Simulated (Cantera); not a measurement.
A closed system holds: 1 mol (CH3)2SiCl2, 8 mol H2, 1.6 mol HCl, held at 902 °C and 6.00 mbar.

Cantera equilibrium calculation (NASA polynomials, part measured and part estimated; ideal gas, pure solids and liquids). Candidate condensed phases: C, C6H6, C7H8, C8H18, Si, SiC; 109 gas species. The feed counts by its element totals alone. The tables' values for SiCl3 are old estimates; treat these amounts as uncertain. The numbers say what is thermodynamically allowed, not how fast it happens.

Base state: H2 0.742, HCl 0.255, SiCl4 0.00204, SiCl2 0.000289, SiCl3 0.000246, SiHCl3 0.000140, CH4 6.32e-5 (mole fractions); condensed: C(graphite) + SiC(s).

Question: What changes in the equilibrium state with this change: H2 from 8 to 27 mol?

Answer: 
```tsv
species	before	after
H2	0.742	0.890
HCl	0.255	0.110
CH4	6.32e-5	9.10e-5
SiCl4	0.00204	4.89e-5
SiCl3	0.000246	1.50e-5
SiHCl3	0.000140	9.31e-6
SiCl2	0.000289	4.48e-5
C(graphite), mol	1.04	1.00
SiC(s), mol	0.963	0.996
```
